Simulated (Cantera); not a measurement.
Diamond growth

A diamond (100) surface in a fixed gas of H2 with x(CH4) = 0.014, x(H) = 0.012, x(CH3) = 0.00018, at 1100 K; coverages are run to steady state.

Cantera simulation using the Harris–Goodwin 1993 mechanism for the reconstructed diamond (100) surface; the numbers are that mechanism's predictions, not measurements.

| P (Pa) | growth (µm/h) | θ c6HH | θ c6H* | θ c6*H | θ c6** | θ c6HM |
|---|---|---|---|---|---|---|
| 370 | 0.185 | 0.510 | 0.0278 | 0.441 | 0.0183 | 0.00178 |
| 690 | 0.484 | 0.510 | 0.0278 | 0.440 | 0.0183 | 0.00259 |
| 1300 | 1.19 | 0.509 | 0.0278 | 0.440 | 0.0182 | 0.00344 |
| 2500 | 2.74 | 0.508 | 0.0278 | 0.439 | 0.0182 | 0.00419 |
| 4700 | 5.76 | 0.508 | 0.0278 | 0.439 | 0.0182 | 0.00471 |
| 8800 | 11.5 | 0.508 | 0.0279 | 0.438 | 0.0182 | 0.00504 |
| 17000 | 23.1 | 0.508 | 0.0281 | 0.438 | 0.0183 | 0.00525 |
| 31000 | 43.0 | 0.508 | 0.0285 | 0.437 | 0.0183 | 0.00536 |
θ: site fractions in the mechanism's names (c6HH fully hydrogenated, c6H* and c6*H radical sites, c6** diradical, c6HM methylated).
